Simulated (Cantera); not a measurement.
Dilute partial oxidation

An isothermal, constant-pressure homogeneous reactor starts with CH₃OH : O₂ : N₂ = 0.0053 : 0.0042 : 1 (molar parts), equivalence ratio 1.9, at 1575 K and 3.70 bar.

Computed with Cantera and GRI-Mech 3.0 (53 species, 325 reactions). GRI-Mech 3.0 was tuned for natural gas; its chemistry of methanol as a main component is partial and can be far from experiment.

```
t (s)      x CH₃OH      x O₂     x CO     x H₂    x C₂H₂  x CH₂CO     x CH₂
--------  --------  --------  -------  -------  --------  -------  --------
0.000200  8.01e-12  0.000333  0.00439  0.00262  1.38e-12   <1e-12  2.15e-11
0.000367    <1e-12   5.94e-5  0.00365  0.00313    <1e-12   <1e-12    <1e-12
0.000675    <1e-12   1.07e-5  0.00342  0.00359    <1e-12   <1e-12    <1e-12
0.00124     <1e-12   2.39e-6  0.00336  0.00382    <1e-12   <1e-12    <1e-12
0.00228     <1e-12   6.12e-7  0.00335  0.00393    <1e-12   <1e-12    <1e-12
0.00419     <1e-12   1.67e-7  0.00335  0.00398    <1e-12   <1e-12    <1e-12
0.00770     <1e-12   4.67e-8  0.00335  0.00400    <1e-12   <1e-12    <1e-12
0.0141      <1e-12   1.32e-8  0.00336  0.00401    <1e-12   <1e-12    <1e-12
0.0260      <1e-12   3.78e-9  0.00336  0.00401    <1e-12   <1e-12    <1e-12
0.0477      <1e-12   1.10e-9  0.00336  0.00402    <1e-12   <1e-12    <1e-12
0.0877      <1e-12  3.30e-10  0.00336  0.00402    <1e-12   <1e-12    <1e-12
0.161       <1e-12  1.08e-10  0.00336  0.00402    <1e-12   <1e-12    <1e-12
0.296       <1e-12  4.27e-11  0.00336  0.00402    <1e-12   <1e-12    <1e-12
0.544       <1e-12  2.42e-11  0.00336  0.00402    <1e-12   <1e-12    <1e-12
1.00        <1e-12  1.96e-11  0.00336  0.00402    <1e-12   <1e-12    <1e-12
```
x: mole fraction; the columns are a selection and need not sum to one.

Equilibrium at this temperature and pressure: CH₃OH <1e-12, O₂ 1.69e-11, CO 0.00336, H₂ 0.00402, C₂H₂ <1e-12, CH₂CO <1e-12, CH₂ <1e-12 (gas phase only).
